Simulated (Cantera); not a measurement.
Input: 1 mol V₂O₅, 26 mol H₂, at 3.98 Torr.

Equilibrium computed with Cantera from the NASA thermochemical tables; the gas is ideal and each condensed phase is pure. Candidate condensed phases: H₂O, V, VO, V₂O₃, V₂O₄, V₂O₅; 12 gas species. Condensed phases not in the tables: the oxides between V₂O₃ and V₂O₅ other than VO₂. The numbers say what is thermodynamically allowed, not how fast it happens.

Question: At 2173 K, list the 6 most abundant gas species with their mole fractions, and the condensed phases.

Answer: H₂ 0.845, H 0.0609, H₂O 0.0563, VO₂ 0.0334, VO 0.00360, OH 0.000544. Condensed: V₂O₃(s).
